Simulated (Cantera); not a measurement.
# Adiabatic ignition

An adiabatic, constant-pressure homogeneous reactor starts with 6.04 % CH3OH, 19.7 % O2, 74.3 % N2, at 1375 K and 460000 Pa.

Computed with Cantera and GRI-Mech 3.0 (53 species, 325 reactions). GRI-Mech 3.0 was tuned for natural gas; its chemistry of methanol as a main component is partial and can be far from experiment.

| t (s) | T (K) | x CH3OH | x O2 | x CO | x C2H4 | x CO2 | x CH3 | x N2O |
|---|---|---|---|---|---|---|---|---|
| 1.00e-6 | 1375 | 0.0604 | 0.197 | 1.62e-7 | <1e-12 | 5.19e-8 | 2.35e-7 | <1e-12 |
| 3.36e-6 | 1375 | 0.0604 | 0.197 | 5.47e-7 | 9.02e-12 | 1.76e-7 | 6.68e-7 | 2.05e-12 |
| 1.13e-5 | 1375 | 0.0604 | 0.197 | 1.87e-6 | 1.43e-10 | 5.95e-7 | 1.34e-6 | 2.48e-11 |
| 3.80e-5 | 1375 | 0.0603 | 0.197 | 6.74e-6 | 8.84e-10 | 2.01e-6 | 1.29e-6 | 3.06e-10 |
| 0.000128 | 1376 | 0.0596 | 0.196 | 5.33e-5 | 2.40e-9 | 6.98e-6 | 6.75e-7 | 3.87e-9 |
| 0.000429 | 2349 | <1e-12 | 0.102 | 0.00133 | <1e-12 | 0.0571 | <1e-12 | 1.23e-6 |
| 0.00144 | 2348 | <1e-12 | 0.102 | 0.00131 | <1e-12 | 0.0571 | <1e-12 | 1.22e-6 |
| 0.00485 | 2346 | <1e-12 | 0.101 | 0.00130 | <1e-12 | 0.0572 | <1e-12 | 1.21e-6 |
| 0.0163 | 2339 | <1e-12 | 0.0995 | 0.00126 | <1e-12 | 0.0572 | <1e-12 | 1.21e-6 |
| 0.0548 | 2331 | <1e-12 | 0.0972 | 0.00121 | <1e-12 | 0.0573 | <1e-12 | 1.22e-6 |
| 0.184 | 2328 | <1e-12 | 0.0967 | 0.00120 | <1e-12 | 0.0573 | <1e-12 | 1.22e-6 |
| 0.619 | 2328 | <1e-12 | 0.0967 | 0.00120 | <1e-12 | 0.0573 | <1e-12 | 1.22e-6 |
| 2.08 | 2328 | <1e-12 | 0.0967 | 0.00120 | <1e-12 | 0.0573 | <1e-12 | 1.22e-6 |
| 7.00 | 2328 | <1e-12 | 0.0967 | 0.00120 | <1e-12 | 0.0573 | <1e-12 | 1.22e-6 |
x: mole fraction; the columns are a selection and need not sum to one.

```json
{
  "time_of_steepest_temperature_rise": "0.277 ms",
  "temperature at 7.00 s": "2328 K",
  "equilibrium_temperature": "2328 K",
  "x(CH3OH) at 7.00 s": "<1e-12 (gas-phase equilibrium <1e-12)",
  "x(O2) at 7.00 s": "0.0967 (gas-phase equilibrium 0.0967)",
  "x(CO) at 7.00 s": "0.00120 (gas-phase equilibrium 0.00120)"
}
```
